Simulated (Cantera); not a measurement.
Mixture: CH₄ : O₂ : N₂ = 1 : 1 : 5.2 (molar parts), equivalence ratio 2.0, at 1.00 atm, adiabatic and at constant volume. Ignition delay is the time to a rise of 400 K.

Computed with Cantera and GRI-Mech 3.0 (53 species, 325 reactions).

**Question.** Predict: delay at 1425 K; delay at 1500 K; delay at 1575 K; delay at 1650 K; delay at 1725 K; apparent activation energy between 1575 and 1725 K.

**Answer.** 
| Property | Result |
|---|---|
| delay at 1425 K | 4.48 ms |
| delay at 1500 K | 1.91 ms |
| delay at 1575 K | 0.882 ms |
| delay at 1650 K | 0.441 ms |
| delay at 1725 K | 0.240 ms |
| apparent activation energy between 1575 and 1725 K | 200 kJ/mol |
